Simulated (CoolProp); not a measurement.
Vapour-liquid equilibrium of ethane (1) + hydrogen chloride (2) at 0.731 MPa; x and y are mole fractions of (1).

Model: multi-fluid Helmholtz-energy mixture model, Bücker 2006 and Thol 2018; pair parameters Bell 2016, in CoolProp.

### Question
Give the bubble temperature and the first vapour's composition at x = 0.35, 0.45, 0.75. Is there an azeotrope?

### Answer
x = 0.35: -50.3 °C, y = 0.432; x = 0.45: -50.6 °C, y = 0.476; x = 0.75: -49.3 °C, y = 0.638. y crosses x between x = 0.45 and 0.55: the model has an azeotrope there.

The pair parameters rest on a limited set of measurements; away from them the model extrapolates.
